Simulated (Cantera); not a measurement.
A closed system holds: 1 mol CH3SiH3, 0.13 mol C2H4, 1900 mol H2, 0.03 mol C2H2, held at 1500 K and 0.310 bar.

Cantera equilibrium calculation (NASA polynomials, part measured and part estimated; ideal gas, pure solids and liquids). Candidate condensed phases: C, C6H6, C7H8, C8H18, Si, SiC; 87 gas species. The feed counts by its element totals alone. Kinetics and transport are ignored.

Base state: H2 1.000, CH4 0.000167, H 3.16e-5 (mole fractions); condensed: SiC(s).

**Question.** What changes in the equilibrium state with this change: temperature from 1500 K to 2623.15 K?

**Answer.** 
| species | before | after |
|---|---|---|
| H2 | 1.000 | 0.926 |
| H | 3.16e-5 | 0.0728 |
| Si | 1.18e-9 | 0.000433 |
| SiH | 2.10e-9 | 5.13e-5 |
| C2H2 (acetylene) | 3.98e-7 | 0.000321 |
| SiH2 | 5.20e-8 | 1.70e-5 |
| SiC(s), mol | 1.000 | 0 |
Gases not in the tables: Si2H6 and higher silanes.
